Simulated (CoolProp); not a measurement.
Saturation properties of R1234yf.

Model: reference Helmholtz-energy equation of state, Lemmon 2022, in CoolProp.

```
T (K)  p (kPa)  liquid viscosity (µPa s)  vapour viscosity (µPa s)
-----  -------  ------------------------  ------------------------
252.8    148.7                       257                         ?
259      189.8                       237                      10.7
265.2    239.0                       219                      11.0
271.5    298.6                       202                         ?
277.7    367.6                       187                      11.6
283.9        ?                       173                      11.9
290.1    541.1                       160                      12.2
296.4    649.8                       148                      12.5
```

Question: Complete the blanks.

Answer: 
- 252.8, vapour viscosity (µPa s): 10.5
- 271.5, vapour viscosity (µPa s): 11.3
- 283.9, p (kPa): 448.0

It boils at 243.7 K under 1 atm.

Viscosity comes from a separate model (Bell 2016), an estimate that may be off by 10 % or more.
